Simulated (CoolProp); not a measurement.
Saturation properties of ethanol (Tc = 514.7 K, pc = 62.68 bar, ω = 0.644).

The numbers come from the reference Helmholtz-energy equation of state, Schroeder 2014 in CoolProp.

| T (K) | p (bar) | enthalpy of vaporisation (kJ/kg) | liquid viscosity (µPa s) | liquid conductivity (mW/(m K)) |
|---|---|---|---|---|
| 285.1 | 0.03570 | 934.3 | 1410 | 166 |
| 308.2 | 0.1379 | 909.4 | 895 | 162 |
| 331.3 | 0.4300 | (withheld) | 602 | (withheld) |
| 354.4 | 1.132 | 844.9 | 422 | 154 |
| 377.4 | (withheld) | (withheld) | 306 | 150 |
| 400.5 | 5.313 | 750.4 | 227 | 147 |
| 423.6 | 9.938 | 687.3 | 169 | 143 |
| 446.7 | 17.20 | 611.8 | 127 | 139 |
| 469.8 | (withheld) | 520.7 | 95.2 | 135 |
| 492.9 | 43.01 | 399.2 | 69.4 | 133 |

Task: What belongs in the gaps?

Result: 
- 331.3, enthalpy of vaporisation (kJ/kg): 880.1
- 331.3, liquid conductivity (mW/(m K)): 158
- 377.4, p (bar): 2.589
- 377.4, enthalpy of vaporisation (kJ/kg): 802.4
- 469.8, p (bar): 27.91

It boils at 351.6 K under 1 atm.

Viscosity comes from a separate model (Kiselev 2005). Thermal conductivity comes from a separate model (Assael 2013).
